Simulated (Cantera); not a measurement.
An isothermal, constant-pressure homogeneous reactor starts with 78.7 % NO, 21.3 % N2, at 1525 K and 0.0829 atm.

Cantera simulation using GRI-Mech 3.0 (53 species, 325 reactions); the numbers are that mechanism's predictions, not measurements.

Q: Predict: x(NO) at 200 s; x(N2) at 200 s; x(O) at 200 s; x(NO2) at 200 s; x(O2) at 200 s.

A: 
```json
{
 "x(NO) at 200 s": "0.586 (gas-phase equilibrium 0.00166)",
 "x(N2) at 200 s": "0.313 (gas-phase equilibrium 0.605)",
 "x(O) at 200 s": "6.53e-6 (gas-phase equilibrium 1.23e-5)",
 "x(NO2) at 200 s": "0.000573 (gas-phase equilibrium 3.26e-6)",
 "x(O2) at 200 s": "0.100 (gas-phase equilibrium 0.393)"
}
```
